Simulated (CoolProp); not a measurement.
Properties of octamethylcyclotetrasiloxane (D4) along the isotherm 620 K.

Model: reference Helmholtz-energy equation of state, Thol 2015, in CoolProp.

```tsv
p (bar)	phase	Z	cp (kJ/(kg K))	isothermal compressibility (1/MPa)
2.81	gas	0.9385	2.057	3.801
5.61	gas	0.8722	2.083	2.066
8.42	gas	0.7995	2.123	1.528
11.2	gas	0.7196	2.191	1.316
14	supercritical	0.6284	2.322	1.272
16.8	supercritical	0.5219	2.619	1.379
19.6	supercritical	0.4121	3.052	1.290
22.5	supercritical	0.3576	2.923	0.6538
25.3	supercritical	0.3526	2.705	0.3351
28.1	supercritical	0.3639	2.580	0.2074
30.9	supercritical	0.3812	2.506	0.1463
33.7	supercritical	0.4011	2.459	0.1119
```
